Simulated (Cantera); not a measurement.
## Low-pressure radical oxidation in H2/O2

An isothermal, constant-pressure homogeneous reactor starts with 14.3 % H2, 68.0 % O2, 17.7 % N2, equivalence ratio 0.10, at 1423 K and 0.0190 bar.

Model: the H2/O2 subset of GRI-Mech 3.0, which has no nitrogen chemistry, integrated in Cantera. Radical loss at walls, strong at low pressure, is not modelled. The temperature is held fixed by assumption; the heat of reaction is taken as removed at once.

```tsv
t (s)	x H2	x O2	x H2O	x H2O2	x O	x H	x HO2
4.00e-6	0.143	0.680	1.95e-10	3.09e-12	1.71e-9	1.62e-8	1.77e-8
3.22e-5	0.143	0.680	6.70e-8	1.96e-10	7.81e-8	1.32e-7	1.42e-7
0.000259	0.142	0.680	0.000421	1.12e-8	0.000193	0.000228	1.34e-6
0.00208	0.00617	0.588	0.114	1.81e-7	0.0661	0.0333	4.94e-6
0.0167	0.00314	0.625	0.136	1.74e-7	0.0300	0.0104	4.75e-6
0.135	0.000140	0.654	0.152	4.71e-8	0.00125	8.95e-5	9.78e-7
1.08	4.45e-6	0.655	0.154	5.70e-9	3.99e-5	5.11e-7	1.00e-7
8.70	8.96e-7	0.656	0.154	2.24e-9	8.05e-6	4.64e-8	1.17e-7
70.0	8.86e-7	0.656	0.154	2.23e-9	7.96e-6	4.57e-8	1.18e-7
```
x: mole fraction; the columns are a selection and need not sum to one.

Equilibrium at this temperature and pressure: H2 8.86e-7, O2 0.656, H2O 0.154, H2O2 2.23e-9, O 7.96e-6, H 4.57e-8, HO2 1.18e-7 (gas phase only).
